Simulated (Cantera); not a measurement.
## Reactions in the system N-O-V

Source: NASA polynomial tables (part measured, part estimated), evaluated in Cantera. Values are per mole of reaction as written; species without (g) are pure solids or liquids, kept so even where they would boil at 1 bar.

2 N(g) + V₂O₅ = N₂O(g) + 2 VO₂(g)

| T (K) | ΔH° (kJ) | ΔS° (J/K) | ΔG° (kJ) | log10 K | condensed phases |
|---|---|---|---|---|---|
| 300 | 221.5 | 313.1 | 127.6 | -22.21 | V₂O₅(s) |
| 2048 | 54.6 | 134.2 | -220.3 | 5.62 | V₂O₅(l) |
| 2098 | 51.8 | 132.9 | -227.0 | 5.65 | V₂O₅(l) |
| 2148 | 49.1 | 131.6 | -233.6 | 5.68 | V₂O₅(l) |
| 2198 | 46.3 | 130.3 | -240.2 | 5.71 | V₂O₅(l) |
| 2248 | 43.6 | 129.1 | -246.7 | 5.73 | V₂O₅(l) |
| 2298 | 40.8 | 127.9 | -253.1 | 5.75 | V₂O₅(l) |
| 2348 | 38.1 | 126.7 | -259.4 | 5.77 | V₂O₅(l) |
